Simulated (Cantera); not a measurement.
Feed: 1 mol TiO2, 2.5 mol MgCl2, 3.7 mol O2, 0.22 mol MgO, equilibrated at 0.133 bar.

Equilibrium computed with Cantera from the NASA thermochemical tables; the gas is ideal and each condensed phase is pure. Candidate condensed phases: Mg, MgCl2, MgO, MgTiO3, MgTi2O5, Mg2TiO4, Ti, TiCl2, TiCl3, TiCl4, TiO, TiO2, Ti2O3, Ti3O5, Ti4O7; 20 gas species. Mutual solubility and eutectic melting of coexisting phases are not modelled. Condensed phases not in the tables: alloys, solid solutions and most ternary compounds. Rates play no part.

log p: log10 of the partial pressure in bar; n: condensed amount in mol.

| T (K) | log p O2 | log p MgCl2 | log p Cl | log p Cl2 | log p ClO | log p O | n MgTiO3(s) | n Mg2TiO4(s) | n MgTi2O5(s) |
|---|---|---|---|---|---|---|---|---|---|
| 1675 | -1.17 | -1.59 | -1.65 | -1.75 | -3.93 | -5.05 | 0.455 | 0.544 | 0 |
| 1700 | -1.17 | -1.57 | -1.62 | -1.81 | -3.92 | -4.94 | 0.522 | 0.477 | 0 |
| 1725 | -1.18 | -1.55 | -1.60 | -1.88 | -3.91 | -4.82 | 0.580 | 0.420 | 0 |
| 1750 | -1.18 | -1.54 | -1.58 | -1.95 | -3.90 | -4.71 | 0.627 | 0.372 | 0 |
| 1775 | -1.18 | -1.53 | -1.56 | ___ | -3.89 | ___ | 0.666 | ___ | 0 |
| 1800 | -1.18 | -1.53 | -1.54 | ___ | -3.88 | ___ | 0 | 0.535 | 0.232 |
| 1825 | -1.18 | -1.52 | -1.53 | -2.15 | -3.88 | -4.40 | 0 | 0.515 | 0.243 |

Problem. Some entries are withheld; supply them.

Solution. 
- 1775, log p Cl2: -2.01
- 1775, log p O: -4.61
- 1775, n Mg2TiO4(s): 0.334
- 1800, log p Cl2: -2.08
- 1800, log p O: -4.50
